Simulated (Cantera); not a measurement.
Feed: 1 mol Cu, a varied amount of F₂, 5.9 mol N₂, at 1473 K and 0.280 bar.

Method: chemical equilibrium by Gibbs-energy minimisation in Cantera with the NASA 1993 tables (ideal gas, pure condensed phases). Candidate condensed phases: Cu, CuF₂; 11 gas species. Rates play no part.

Problem. At 1.9 mol F₂, list the 4 most abundant gas species with their mole fractions, and the condensed phases.

Solution. N₂ 0.680, F 0.203, CuF₂ 0.115, F₂ 0.00199. Condensed: gas only.
